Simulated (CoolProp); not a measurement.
Vapour-liquid equilibrium of propylene (1) + R125 (2) at -58.55 °C; x and y are mole fractions of (1).

Values from CoolProp's multi-fluid Helmholtz-energy mixture model, Lemmon 2013 and Lemmon 2005; pair parameters Bell 2016.

| x | bubble pressure, mixture model (kPa) | bubble pressure, Raoult's law (kPa) | y, mixture model | y, Raoult's law |
|---|---|---|---|---|
| 0.05 | 65.82 | 58.91 | 0.145 | 0.051 |
| 0.2 | 77.62 | 59.06 | 0.357 | 0.203 |
| 0.35 | 81.98 | 59.22 | 0.450 | 0.354 |
| 0.5 | 83.11 | 59.37 | 0.507 | 0.504 |
| 0.65 | 82.29 | 59.52 | 0.563 | 0.654 |
| 0.8 | 78.45 | 59.68 | 0.650 | 0.803 |
| 0.95 | 67.04 | 59.83 | 0.854 | 0.951 |

The largest gap from Raoult's law is +40.0 % in bubble pressure, at x = 0.5. y crosses x between x = 0.5 and 0.65: the model has an azeotrope there.

The pair parameters rest on a limited set of measurements; away from them the model extrapolates.
